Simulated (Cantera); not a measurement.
A closed system holds: 1 mol Al, a varied amount of HCl, 0.38 mol H2, held at 10.0 mbar.

Cantera equilibrium calculation (NASA polynomials, part measured and part estimated; ideal gas, pure solids and liquids). Candidate condensed phases: Al, AlCl3; 12 gas species. The tables' values for AlCl2 are old estimates. Equilibrium is a limit: real reactors are often held back by kinetics, nucleation or transport.

Stable condensed phases, one row left out:

```
T in °C \ n(HCl) in mol
         1.9 2.4 2.9 3.6 4.5 5.5 6.8 8.5  10
    800    A   B   B   B   B   B   B   B   B
    775    A   B   B   B   B   B   B   B   B
    750    A   A   B   B   B   B   B   B   B
    725    A   A   B   B   B   B   B   B   B
    700    A   A   B   B   B   B   B   B   B
    675    A   A   B   B   B   B   B   B   B
    625    A   A   A   B   B   B   B   B   B
    600    A   A   A   B   B   B   B   B   B
```

A: Al; B: gas only.

Task: Give the row for 650 °C.

Result: 1.9: Al; 2.4: Al; 2.9: gas only; 3.6: gas only; 4.5: gas only; 5.5: gas only; 6.8: gas only; 8.5: gas only; 10: gas only.
